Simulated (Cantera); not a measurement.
Input: 1 mol Cr₂O₃, 240 mol H₂, 0.4 mol N₂, equilibrated at 1748.15 K.

Equilibrium computed with Cantera from the NASA thermochemical tables; the gas is ideal and each condensed phase is pure. Candidate condensed phases: Cr, CrN, Cr₂N, Cr₂O₃, H₂O; 29 gas species. Mutual solubility and eutectic melting of coexisting phases are not modelled. Kinetics and transport are ignored.

Task: What share of the Cr ends up in condensed phases as a function of P (Pa), at 10, 68, 460, 3200, 22000, 150000, 1000000?

Result: 
```tsv
P (Pa)	Cr condensed (%)	as
10	0.0	-
68	0.0	-
460	38.6	Cr₂O₃(s)
3200	83.5	Cr(s) + Cr₂O₃(s)
22000	97.6	Cr(s) + Cr₂O₃(s)
150000	99.6	Cr(s) + Cr₂O₃(s)
1000000	99.9	Cr(s) + Cr₂O₃(s)
```
